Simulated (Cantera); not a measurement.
Charge: 1 mol Cr, 14 mol NH3, 7.6 mol N2, held at 0.130 bar.

These are equilibrium values from Cantera (NASA tables, ideal gas, pure condensed phases), not measurements of a reactor. Candidate condensed phases: Cr, CrN, Cr2N; 11 gas species. The numbers say what is thermodynamically allowed, not how fast it happens.

Q: What share of the Cr ends up in condensed phases as a function of T (K), at 1800, 1900, 2000, 2100, 2200, 2300, 2400, 2500?

A: 
| T (K) | Cr condensed (%) | as |
|---|---|---|
| 1800 | 97.5 | Cr(s) |
| 1900 | 90.4 | Cr(s) |
| 2000 | 68.3 | Cr(s) |
| 2100 | 6.4 | Cr(s) |
| 2200 | 0.0 | - |
| 2300 | 0.0 | - |
| 2400 | 0.0 | - |
| 2500 | 0.0 | - |
